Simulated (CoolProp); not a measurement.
Values from CoolProp's reference Helmholtz-energy equation of state, Lemmon 2006. It is a short technical equation, of lower accuracy than the large ones.

**Question.** For C3F8 (R218), give the phase and the Z, Joule-Thomson coefficient (K/MPa), conductivity (mW/(m K)), fugacity coefficient at 381 K and 2.64 MPa.

**Answer.** 
- 381 K and 2.64 MPa: gas; Z 0.717, Joule-Thomson coefficient 8.74, conductivity 23.4, fugacity coefficient 0.776

Thermal conductivity comes from a separate model (Huber 2003), an estimate that may be off by 10 % or more.
